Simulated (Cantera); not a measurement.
Input (Python, Cantera) and output of one run.

```python
import numpy as np
import cantera as ct

gas_names = """
    H H2 N NH NH2 NH3 N2 N2H2 N2H4 Si SiH SiH2 SiH3 SiH4 SiN Si2 Si2N Si3
""".split()
cond_names = """
    Si(cr) Si(L) Si3N4(a)
""".split()


# ... load() reads the species with a 1 bar reference pressure and builds the phases ...
atoms = {
    'Si3N4': {'Si': 3, 'N': 4},
    'Si': {'Si': 1},
    'H2': {'H': 2},
}
top_T = {'Si3N4(a)': 2400}  # K; cautious upper limits of use, not melting points


# ... equilibrate(T, P, feed) seeds the gas with the atoms and calls Mixture.equilibrate('TP', solver="vcs", rtol=1e-11, max_steps=5000) ...
results = []
feed = {'Si3N4': 1, 'Si': 0.1, 'H2': 0.056}  # mol
T = 2950  # K
P = 560000  # Pa
mix = equilibrate(T, P, feed)
results.append((T, P, feed, dict(zip(mix.species_names, mix.species_moles))))
print(gas.report(threshold=1e-05))
for i in range(1, mix.n_phases):
    print(f"{mix.phase(i).name:16s} {mix.phase_moles(i):12.5e} mol")
```

It prints:

```
       temperature   2950 K
          pressure   5.6e+05 Pa
           density   0.62383 kg/m^3
  mean mol. weight   27.323 kg/kmol
   phase of matter   gas

                          1 kg             1 kmol
                     ---------------   ---------------
          enthalpy        3.6804e+06        1.0056e+08  J
   internal energy        2.7827e+06        7.6032e+07  J
           entropy            9203.1        2.5146e+05  J/K
    Gibbs function       -2.3469e+07       -6.4124e+08  J
 heat capacity c_p              1345             36750  J/K
 heat capacity c_v            1040.7             28435  J/K

                      mass frac. Y      mole frac. X     chem. pot. / RT
                     ---------------   ---------------   ---------------
                 H        0.00031202         0.0084576           -11.442
                H2         0.0016199          0.021955           -22.884
                N2           0.97418           0.95016           -26.647
                Si          0.014997           0.01459           -7.9438
               SiH        0.00080325        0.00075439           -19.386
              SiH2        9.6914e-05        8.7971e-05           -30.828
               SiN         0.0029493         0.0019145           -21.267
               Si2         0.0013909        0.00067658           -15.888
              Si2N         0.0033344         0.0012983           -29.211
               Si3         0.0003098        0.00010047           -23.831
     [   +8 minor]        2.8096e-06        5.2954e-06

Si(L)             3.05462e+00 mol
```

Equilibrium computed with Cantera from the NASA thermochemical tables; the gas is ideal and each condensed phase is pure. The tables' values for SiN are old estimates; treat these amounts as uncertain. Gases not in the tables: Si2H6 and higher silanes.
